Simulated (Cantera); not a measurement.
Thermodynamics of carbothermic reduction, feed Fe2O3 + CH4 + H2

Charge: 1 mol Fe2O3, 1.5 mol CH4, 16 mol H2, at 3.10 mbar.

Equilibrium computed with Cantera from the NASA thermochemical tables; the gas is ideal and each condensed phase is pure. Candidate condensed phases: C, C6H6, C7H8, C8H18, Fe, Fe(CO)5, FeO, Fe(OH)2, Fe(OH)3, Fe2O3, Fe3O4, H2O; 114 gas species. Kinetics and transport are ignored.

From 1325 K to 1525 K the condensed part is Fe(γ). At 1725 K the condensed part is Fe(δ). At 1925 K the condensed part is Fe(l). From 2125 K to 2525 K nothing is condensed. The main Fe-bearing gas is Fe throughout.

| T (K) | log p H2 | log p H | log p Fe | log p CO | log p H2O | n Fe(γ) | n Fe(δ) | n Fe(l) |
|---|---|---|---|---|---|---|---|---|
| 1325 | -2.58 | -7.07 | -8.66 | -3.66 | -3.66 | 2.00 | 0 | 0 |
| 1525 | -2.58 | -5.91 | -6.60 | -3.66 | -3.66 | 2.00 | 0 | 0 |
| 1725 | -2.58 | -5.02 | -5.03 | -3.66 | -3.66 | 0 | 1.94 | 0 |
| 1925 | -2.61 | -4.32 | -3.82 | -3.68 | -3.68 | 0 | 0 | 0.935 |
| 2125 | -2.65 | -3.76 | -3.57 | -3.70 | -3.71 | 0 | 0 | 0 |
| 2325 | -2.70 | -3.31 | -3.60 | -3.73 | -3.75 | 0 | 0 | 0 |
| 2525 | -2.83 | -2.97 | -3.65 | -3.78 | -3.87 | 0 | 0 | 0 |
log p: log10 of the partial pressure in bar; n: condensed amount in mol.
